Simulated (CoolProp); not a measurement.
A single-stage vapour-compression cycle with the fluoroketone C6F12O (FK-5-1-12): evaporating at 311.15 K (dew point), condensing at 379.15 K (bubble point), superheat 0 K, subcooling 5 K, compressor efficiency 0.9, no pressure losses. Each further row changes one setting.

Computed with CoolProp (reference Helmholtz-energy equation of state, McLinden 2015).

| case | cooling COP | pressure ratio | discharge temperature (K) | refrigerating effect (kJ/kg) | volumetric capacity (kJ/m³) |
|---|---|---|---|---|---|
| as stated | 1.37 | 7.62 | 379.1 | 18.8 | 164 |
| evaporating temperature 316.15 K | 1.80 | 6.33 | 379.1 | (withheld) | (withheld) |
| condensing temperature 374.15 K | 1.86 | 6.75 | 374.2 | 24.8 | 216 |
| subcooling 10 K | 1.80 | 7.62 | 379.1 | 24.8 | 216 |
| superheat 10 K | 1.76 | 7.62 | 379.1 | (withheld) | 232 |
| compressor efficiency 0.8 | 1.21 | 7.62 | 379.1 | 18.8 | 164 |

Task: Fill in the missing entries.

Result: 
- evaporating temperature 316.15 K, refrigerating effect (kJ/kg): 22.9
- evaporating temperature 316.15 K, volumetric capacity (kJ/m³): 238
- superheat 10 K, refrigerating effect (kJ/kg): 27.7

The compression ends wet for: as stated; evaporating temperature 316.15 K; condensing temperature 374.15 K; subcooling 10 K; superheat 10 K; compressor efficiency 0.8.
